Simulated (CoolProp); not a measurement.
A closed Brayton cycle with carbon dioxide: compressor inlet 307.15 K and 7.6 MPa, high pressure 24.8 MPa, turbine inlet 985 K, compressor efficiency 0.8, turbine efficiency 0.85, recuperator effectiveness 0.9 (on enthalpy, no pinch check). Each further row changes one setting.

Values from CoolProp's reference Helmholtz-energy equation of state, Span 1996.

```tsv
case	thermal efficiency (%)	net work (kJ/kg)	compressor to turbine work	compressor exit (K)	turbine exit (K)
as stated	37.9	127	0.28	385.7	837.0
turbine inlet 935 K	___	___	___	385.7	791.9
compressor inlet 317.15 K	36.2	111	___	416.8	837.0
high pressure 21.1 MPa	36.4	___	0.26	___	856.4
recuperator effectiveness 0.5	___	127	0.28	385.7	837.0
```

### Question
Some entries are withheld; supply them.

### Answer

- turbine inlet 935 K, thermal efficiency (%): 36.7
- turbine inlet 935 K, net work (kJ/kg): 117
- turbine inlet 935 K, compressor to turbine work: 0.29
- compressor inlet 317.15 K, compressor to turbine work: 0.36
- high pressure 21.1 MPa, net work (kJ/kg): 113
- high pressure 21.1 MPa, compressor exit (K): 374.6
- recuperator effectiveness 0.5, thermal efficiency (%): 23.3
